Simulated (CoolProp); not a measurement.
2000 sccm (0 °C, 1 atm) of nitrogen bubbles through liquid dimethyl carbonate at 314.4 K and leaves saturated at a total pressure of 0.108 MPa (ideal gas phase). Each further row changes one setting.

Values from CoolProp's reference Helmholtz-energy equation of state, Zhou 2011.

```tsv
case	vapour pressure (kPa)	mole fraction of vapour	delivery (mg/min)	delivery (sccm)	change of delivery for a bath 1 K warmer (%)
as stated	15.9	0.147	1390	345	5.4
bath temperature 319.4 K	19.8	0.183	1810	449	5.5
total pressure 0.216 MPa	15.9	0.0735	638	159	5.0
```
